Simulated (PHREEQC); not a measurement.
## Brine: an equilibrium model

A solution holds 1.2 mol/kgw MgSO4, 0.062 mol/kgw Na2B4O7, 0.074 mol/kgw MgCl2 and 0.03 mol/kgw CO2, at 20 °C. Closed to the air; pH follows from the charge balance.

All values are PHREEQC results (Pitzer model, pitzer.dat), not measurements.

* **pH**: 7.65
* **ionic strength**: 5.09 mol/kgw
* **activity of water**: 0.967
* **density**: 1.151 g/cm³
* **osmotic coefficient**: 0.635
* **total alkalinity**: 124 meq/kg

```json
[
 {"species": "Mg+2", "molality": "1.24", "activity": "0.224", "log γ": "-0.742"},
 {"species": "SO4-2", "molality": "1.20", "activity": "0.0187", "log γ": "-1.807"},
 {"species": "Cl-", "molality": "0.148", "activity": "0.0868", "log γ": "-0.232"},
 {"species": "Na+", "molality": "0.124", "activity": "0.0893", "log γ": "-0.143"},
 {"species": "B(OH)3", "molality": "0.114", "activity": "0.120", "log γ": "0.021"},
 {"species": "MgB(OH)4+", "molality": "0.0336", "activity": "0.0168", "log γ": "-0.301"},
 {"species": "HCO3-", "molality": "0.0231", "activity": "0.00703", "log γ": "-0.517"},
 {"species": "B(OH)4-", "molality": "0.0214", "activity": "0.00299", "log γ": "-0.855"}
]
```

This is a speciation only: nothing precipitates in the calculation. Saturation is exceeded, for instance for Magnesite (slow to form); the values hold only as long as no solid forms. Species that the database lacks are ignored. In brines, pH and single-ion activities rest on the MacInnes convention.
